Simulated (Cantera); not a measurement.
A freely propagating, adiabatic, planar premixed flame of C3H8 : O2 : N2 : H2O = 1 : 6.1 : 22.9 : 1.3 (molar parts), unburnt at 600 K and 0.640 bar; mixture-averaged transport, grid criteria slope 0.08 and curve 0.16, no radiation.

Model: GRI-Mech 3.0 (53 species, 325 reactions), integrated in Cantera. GRI-Mech 3.0 was tuned for natural gas; its chemistry of propane as a main component is partial and can be far from experiment. Burning velocities carry a grid error of a few per cent, more on coarse grids.

What does this change do: inlet temperature 600 to 525 K?


| quantity | before | after |
|---|---|---|
| laminar burning velocity | 138 cm/s | 106 cm/s |
| thermal thickness | 0.466 mm | 0.496 mm |
| peak x(C2H2) | 0.000751 | 0.000659 |
| peak x(H) | 0.00810 | 0.00728 |
| peak x(HCN) | 9.38e-7 | 8.05e-7 |

What does this change do: inlet temperature 600 to 400 K?


```
quantity                    before      after
------------------------  --------  ---------
laminar burning velocity  138 cm/s  63.0 cm/s
thermal thickness         0.466 mm   0.557 mm
peak x(C2H2)              0.000751   0.000522
peak x(H)                  0.00810    0.00590
peak x(HCN)                9.38e-7    6.09e-7
```
